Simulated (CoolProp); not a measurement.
Vapour-liquid equilibrium of carbon dioxide (1) + C2F6 (R116) (2) at 230.8 K; x and y are mole fractions of (1).

The numbers come from the multi-fluid Helmholtz-energy mixture model, Span 1996 and Lemmon 2006; pair parameters Bell 2016 in CoolProp.

| x | bubble pressure (kPa) | y at the bubble point | dew pressure at overall composition x (kPa) | liquid density (mol/L) |
|---|---|---|---|---|
| 0.05 | 566.0 | 0.149 | 517.5 | 10.68 |
| 0.125 | 670.7 | 0.318 | 553.4 | 11.17 |
| 0.2 | 767.2 | 0.438 | 594.2 | 11.72 |
| 0.275 | 849.6 | 0.523 | 640.8 | 12.31 |
| 0.35 | 915.2 | 0.584 | 694.3 | 12.98 |
| 0.425 | 964.4 | 0.630 | 755.9 | 13.73 |
| 0.5 | 999.1 | 0.665 | 826.4 | 14.60 |
| 0.575 | 1022 | 0.694 | 905.0 | 15.59 |
| 0.65 | 1037 | 0.719 | 984.4 | 16.75 |
| 0.725 | 1044 | 0.745 | 1039 | 18.11 |
| 0.8 | 1043 | 0.776 | 1036 | 19.72 |
| 0.875 | 1028 | 0.821 | 999.8 | 21.61 |
| 0.95 | 983.4 | 0.902 | 952.9 | 23.85 |

y crosses x between x = 0.725 and 0.8: the model has an azeotrope there.

Pair parameters are fitted to limited data, so mixtures are less certain than the pure fluids.
